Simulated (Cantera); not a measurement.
Charge: 1 mol SiO2, 0.48 mol CH4, 0.038 mol CO, equilibrated at 1 atm.

Method: chemical equilibrium by Gibbs-energy minimisation in Cantera with the NASA 1993 tables (ideal gas, pure condensed phases). Candidate condensed phases: C, C6H6, C7H8, C8H18, H2O, Si, SiC, SiO2; 123 gas species. Mutual solubility and eutectic melting of coexisting phases are not modelled. The tables hold silica as quartz up to 1696 K and as liquid above; real silica turns to tridymite and cristobalite and melts near 1996 K. Gases not in the tables: Si2H6 and higher silanes. Kinetics and transport are ignored.

x: gas mole fraction; n: condensed amount in mol.

| T (K) | x H2 | x CO | x SiO | x H | x H2O | x CH4 | n C(graphite) | n SiC(s) | n SiO2(β-quartz) | n SiO2(condensed) | n SiO2(l) |
|---|---|---|---|---|---|---|---|---|---|---|---|
| 1600 | 0.899 | 0.0993 | 0.000288 | 5.12e-5 | ___ | 0.00134 | 0.377 | 0.0337 | 0.966 | 0 | 0 |
| 1650 | 0.803 | 0.195 | 0.000677 | 8.09e-5 | ___ | 0.000868 | 0.186 | 0.0973 | 0.902 | 0 | 0 |
| 1700 | 0.726 | 0.271 | 0.00167 | 0.000125 | ___ | 0.000477 | 0 | 0.159 | 0 | 0.839 | 0 |
| 1750 | 0.724 | 0.271 | 0.00430 | 0.000197 | ___ | 0.000266 | 0 | 0.158 | 0 | 0.836 | 0 |
| 1800 | 0.718 | 0.271 | 0.0105 | 0.000301 | ___ | 0.000152 | 0 | 0.155 | 0 | 0.831 | 0 |
| 1850 | 0.704 | 0.271 | 0.0243 | 0.000449 | 0.000162 | 8.78e-5 | 0 | 0.149 | 0 | 0.818 | 0 |
| 1900 | 0.676 | 0.270 | 0.0537 | 0.000648 | 0.000172 | 4.98e-5 | 0 | 0.135 | 0 | 0.789 | 0 |
| 1950 | 0.617 | 0.268 | 0.114 | 0.000894 | 0.000173 | 2.62e-5 | 0 | 0.101 | 0 | 0.722 | 0 |
| 2000 | 0.501 | 0.265 | 0.233 | 0.00114 | ___ | 1.11e-5 | 0 | 0.0117 | 0 | 0 | 0.543 |
| 2050 | 0.489 | 0.264 | 0.245 | 0.00158 | ___ | 3.76e-6 | 0 | 0 | 0 | 0 | 0.519 |
| 2100 | 0.488 | 0.264 | 0.245 | 0.00216 | ___ | 1.34e-6 | 0 | 0 | 0 | 0 | 0.519 |
| 2150 | 0.486 | 0.264 | 0.246 | 0.00292 | ___ | 5.00e-7 | 0 | 0 | 0 | 0 | 0.517 |
| 2200 | 0.484 | 0.263 | 0.247 | 0.00389 | ___ | 1.95e-7 | 0 | 0 | 0 | 0 | 0.515 |

Problem. Complete the blanks.

Solution. 
- 1600, x H2O: 7.90e-5
- 1650, x H2O: 0.000102
- 1700, x H2O: 0.000118
- 1750, x H2O: 0.000133
- 1800, x H2O: 0.000148
- 2000, x H2O: 0.000153
- 2050, x H2O: 0.000303
- 2100, x H2O: 0.000622
- 2150, x H2O: 0.00123
- 2200, x H2O: 0.00235
